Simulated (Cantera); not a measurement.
**Ignition delay**

Mixture: 40.3 % H2, 12.6 % O2, 47.1 % N2, equivalence ratio 1.6, at 10.0 bar, adiabatic and at constant pressure. Ignition delay is the time to a rise of 400 K.

Model: GRI-Mech 3.0 (53 species, 325 reactions), integrated in Cantera. The hydrogen kinetics of GRI-Mech 3.0 are dated; newer H2 mechanisms differ, most at raised pressure.

```csv
T0 (K),delay (ms)
975,13.0
1025,4.03
1075,1.31
1125,0.421
1175,0.122
1225,0.0273
1275,0.00775
1325,0.00419
1375,0.00284
```

```yaml
apparent activation energy between 1275 and 1375 K: 150 kJ/mol
```
